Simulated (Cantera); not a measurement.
A perfectly stirred reactor is fed with 11.9 % CH4, 17.0 % O2, 63.8 % N2, 7.36 % H2O, equivalence ratio 1.4, at 1350 Torr; it is adiabatic with a 550 K inlet, and is followed from long to short residence time, starting on the burning branch (τ in s: 0.38, 0.14, 0.05, 0.018, 0.0065, 0.0024, 0.00085, 0.00031, 0.00011, 4e-05, 1.4e-05, 5.2e-06).

Model: GRI-Mech 3.0 (53 species, 325 reactions), integrated in Cantera.

One state of this run: T (K) = 1989; x CH4 = 0.00279; x O2 = 0.00483; x H2O = 0.229; x NO2 = 2.67e-9; x HCO = 2.03e-6. x: mole fraction; the columns are a selection and need not sum to one.

### Question
Which value of τ (s) does it belong to?
A. 0.050
B. 0.00085
C. 0.0065
D. 0.0024

### Answer
B, 0.00085
